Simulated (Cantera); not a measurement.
## Equilibrium for carbon deposition, reforming and gasification: C + H₂ + O₂

Input: 1 mol C, 20 mol H₂, 0.033 mol O₂, held at 430000 Pa.

Equilibrium computed with Cantera from the NASA thermochemical tables; the gas is ideal and each condensed phase is pure. Candidate condensed phases: C, C₆H₆, C₇H₈, C₈H₁₈, H₂O; 110 gas species. Rates play no part.

```
T (K)  log p H₂  log p CO  log p CH₄  log p H  log p C₂H₂ (acetylene)  log p CH₃  log p C₂H₄  log p H₂O  n C(graphite)
-----  --------  --------  ---------  -------  ----------------------  ---------  ----------  ---------  -------------
1798       0.63     -1.85      -1.85    -3.14                   -3.13      -4.31       -4.13      -4.76          0.861
1848       0.63     -1.85      -1.92    -2.96                   -2.96      -4.21       -4.10      -4.86          0.867
1898       0.63     -1.85      -1.99    -2.79                   -2.79      -4.11       -4.07      -4.96          0.870
1948       0.63     -1.85      -2.05    -2.63                   -2.64      -4.01       -4.05      -5.06          0.870
1998       0.63     -1.85      -2.11    -2.48                   -2.49      -3.92       -4.03      -5.15          0.866
2048       0.63     -1.85      -2.17    -2.33                   -2.35      -3.84       -4.00      -5.23          0.859
2098       0.63     -1.85      -2.22    -2.20                   -2.22      -3.76       -3.98      -5.31          0.847
```
log p: log10 of the partial pressure in bar; n: condensed amount in mol.

From 1798 K to 2098 K the condensed part is C(graphite). The main C-bearing gas is CO throughout.
